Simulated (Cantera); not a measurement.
Diamond growth

A diamond (100) surface in a fixed gas of H2 with x(CH4) = 0.011, x(CH3) = 8.8e-05, at 1173 K, 135 Torr; coverages are run to steady state.

Detailed kinetics in Cantera: the Harris–Goodwin 1993 mechanism for the reconstructed diamond (100) surface.

| x(H) | growth (µm/h) | θ c6HH | θ c6H* | θ c6*H | θ c6** | θ c6HM |
|---|---|---|---|---|---|---|
| 0.0001 | 0.511 | 0.604 | 0.0262 | 0.354 | 0.00510 | 0.00562 |
| 0.00021 | 1.20 | 0.537 | 0.0303 | 0.410 | 0.00971 | 0.00679 |
| 0.00043 | 2.43 | 0.497 | 0.0327 | 0.442 | 0.0150 | 0.00733 |
| 0.00089 | 4.44 | 0.475 | 0.0340 | 0.459 | 0.0197 | 0.00698 |
| 0.0019 | 7.28 | 0.463 | 0.0348 | 0.469 | 0.0232 | 0.00566 |
| 0.0038 | 10.1 | 0.459 | 0.0352 | 0.474 | 0.0252 | 0.00402 |
| 0.008 | 12.5 | 0.457 | 0.0356 | 0.477 | 0.0264 | 0.00242 |
| 0.017 | 14.2 | 0.456 | 0.0361 | 0.479 | 0.0271 | 0.00130 |
| 0.034 | 15.2 | 0.456 | 0.0369 | 0.479 | 0.0276 | 0.000697 |
θ: site fractions in the mechanism's names (c6HH fully hydrogenated, c6H* and c6*H radical sites, c6** diradical, c6HM methylated).
